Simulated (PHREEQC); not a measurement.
Make-up at 20 °C: 0.099 mmol/kgw Na2CO3, 13 mmol/kgw H3BO3 and 0.32 mmol/kgw NaCl. Closed to the air; pH follows from the charge balance.

All values are PHREEQC results (ion-association model, wateq4f.dat), not measurements.

Precipitation was switched off in this run.

Problem. Predict the pH, ionic strength.

Solution. pH 7.21; ionic strength 0.000518 mol/kgw.

Problem. In which forms is C present?

Solution. HCO3- 87 %, CO2 13 % of the C.
